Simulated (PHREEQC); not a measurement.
Make-up at 25 °C: 0.002 mol HF, 0.00015 mol H2SiF6, 0.17 mol H3BO3 and 0.00855 mol H2SO4 per kg of water. Closed to the air; pH follows from the charge balance.

Equilibrium calculation in PHREEQC: ion-association model, phreeqc.dat.

Precipitation was switched off in this run.

Task: What pH, ionic strength does the model give?

Result: pH 1.91; ionic strength 0.0186 mol/kgw.

Task: In which forms is F present?

Result: BF4- 41 %, HF 29 %, BF2(OH)2- 15 %, BF3OH- 13 %, F- 1.8 % of the F.

The solution is supersaturated, for example in Quartz (slow to form), so a real one may precipitate; this is no full list. SiF6-2 is the database's only silicon fluoride. Real BF4- forms and hydrolyses slowly; the run takes it at equilibrium.
